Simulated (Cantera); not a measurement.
A freely propagating, adiabatic, planar premixed flame of 34.0 % CO, 3.03 % H2, 13.2 % O2, 49.7 % N2, equivalence ratio 1.4, unburnt at 675 K and 5.00 bar; unity-Lewis-number transport, grid criteria slope 0.08 and curve 0.16, no radiation.

Model: GRI-Mech 3.0 (53 species, 325 reactions), integrated in Cantera. The hydrogen kinetics of GRI-Mech 3.0 are dated; newer H2 mechanisms differ, most at raised pressure. Unity Lewis numbers drop preferential diffusion, which matters most where H2 and H carry the flame. Burning velocities carry a grid error of a few per cent, more on coarse grids.

**Question.** Predict: laminar burning velocity; thermal thickness; peak x(OH); peak x(H).

**Answer.** 
```
Property                    Result
------------------------  --------
laminar burning velocity  157 cm/s
thermal thickness         0.101 mm
peak x(OH)                 0.00631
peak x(H)                   0.0107
```
